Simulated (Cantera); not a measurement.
# Transport properties of process gases

Gas mixture: N2 : CO2 = 1 : 0.26 (molar parts), at 0.0178 atm, frozen composition.

Cantera's kinetic-theory transport with the Lennard-Jones parameters of GRI-Mech 3.0, ideal gas; thermal conductivity in the multicomponent form.

```csv
T (K),ρ (kg/m³),cp (J/kg/K),μ (µPa s),λ (mW/m/K),Pr,D (cm²/s) H2,D (cm²/s) N2,D (cm²/s) CH4
400,0.0169,1015,21.7,31.2,0.707,69.1,15.0,19.9
650,0.0104,1089,30.9,47.3,0.712,156,35.2,46.2
900,0.00753,1163,38.7,63.0,0.714,269,61.3,80.3
1150,0.00590,1217,45.6,77.6,0.715,404,92.7,121
1400,0.00484,1255,51.9,91.1,0.715,559,129,168
1650,0.00411,1283,57.8,104,0.715,734,169,221
```
D: mixture-averaged diffusion coefficient of that species in the mixture.
